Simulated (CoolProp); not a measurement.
Vapour-liquid equilibrium of ammonia (1) + benzene (2) at 0.559 MPa; x and y are mole fractions of (1).

Model: multi-fluid Helmholtz-energy mixture model, Gao 2020 and Thol 2012; pair parameters Bell 2016, in CoolProp.

Q: Give the bubble temperature and the first vapour's composition at x = 0.65, 0.75, 0.85. Is there an azeotrope?

A: x = 0.65: 286.4 K, y = 0.989; x = 0.75: 285.4 K, y = 0.990; x = 0.85: 284.0 K, y = 0.992. No azeotrope shows between x = 0.05 and 0.95.

Pair parameters are fitted to limited data, so mixtures are less certain than the pure fluids. With so large a gap from Raoult's law the liquid may split in two, which this calculation doesn't test in full.
